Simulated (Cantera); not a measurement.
N2O furnace oxynitridation

An isothermal, constant-pressure homogeneous reactor starts with N2O : N2 = 1 : 0.25 (molar parts), at 1400 K and 0.316 atm.

Computed with Cantera and GRI-Mech 3.0 (53 species, 325 reactions). GRI-Mech 3.0 was tuned for natural gas; its chemistry of N2O as a main component is partial and can be far from experiment. The temperature is held fixed by assumption; the heat of reaction is taken as removed at once.

```csv
t (s),x N2O,x O,x NO2,x O2,x N2,x NO
1.00e-6,0.800,1.91e-6,<1e-12,6.11e-8,0.200,3.00e-8
5.66e-6,0.800,9.05e-6,<1e-12,1.74e-6,0.200,8.56e-7
3.21e-5,0.800,2.32e-5,1.20e-10,3.25e-5,0.200,1.59e-5
0.000182,0.799,2.52e-5,8.10e-9,0.000269,0.201,0.000132
0.00103,0.794,2.52e-5,2.69e-7,0.00161,0.203,0.000790
0.00583,0.769,2.51e-5,5.76e-6,0.00901,0.218,0.00442
0.0330,0.641,2.47e-5,5.00e-5,0.0455,0.291,0.0222
0.187,0.264,2.17e-5,0.000186,0.155,0.508,0.0732
1.06,0.0101,4.15e-6,0.000299,0.232,0.658,0.0992
6.00,2.87e-6,8.20e-7,0.000439,0.236,0.665,0.0989
```
x: mole fraction; the columns are a selection and need not sum to one.

Equilibrium at this temperature and pressure: N2O 2.76e-8, O 8.99e-7, NO2 3.94e-6, O2 0.285, N2 0.714, NO 0.000808 (gas phase only).
